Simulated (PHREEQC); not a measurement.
A solution holds 0.079 mol CdCl2, 0.0074 mol H3BO3 and 0.17 mol HCl per kg of water, at 25 °C. Closed to the air; pH follows from the charge balance.

Model: ion-association model, phreeqc.dat, run in PHREEQC.

```json
{
 "pH": "0.87",
 "ionic_strength": "0.239 mol/kgw",
 "activity_of_water": "0.992",
 "density": "1.013 g/cm³",
 "total_alkalinity": "-170 meq/kg"
}
```

```json
[
 {"species": "Cl-", "molality": "0.228", "activity": "0.160", "log γ": "-0.153"},
 {"species": "H+", "molality": "0.170", "activity": "0.134", "log γ": "-0.102"},
 {"species": "CdCl+", "molality": "0.0466", "activity": "0.0344", "log γ": "-0.131"},
 {"species": "CdCl2", "molality": "0.0218", "activity": "0.0230", "log γ": "0.024"},
 {"species": "Cd+2", "molality": "0.00751", "activity": "0.00225", "log γ": "-0.524"},
 {"species": "H3BO3", "molality": "0.00740", "activity": "0.00782", "log γ": "0.024"},
 {"species": "CdCl3-", "molality": "0.00315", "activity": "0.00233", "log γ": "-0.131"}
]
```

Precipitation was switched off in this run.
